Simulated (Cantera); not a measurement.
## Ignition delay

Mixture: CH₄ : O₂ : N₂ = 1 : 2.3 : 8.64 (molar parts), at 9.87 atm, adiabatic and at constant volume. Ignition delay is the time to a rise of 400 K.

Computed with Cantera and GRI-Mech 3.0 (53 species, 325 reactions).

| T0 (K) | delay (ms) |
|---|---|
| 1050 | 33.7 |
| 1150 | 8.05 |
| 1250 | 2.31 |
| 1350 | 0.749 |
| 1450 | 0.267 |
| 1550 | 0.104 |
| 1650 | 0.0443 |

| Item | Result |
|---|---|
| apparent activation energy between 1450 and 1650 K | 180 kJ/mol |
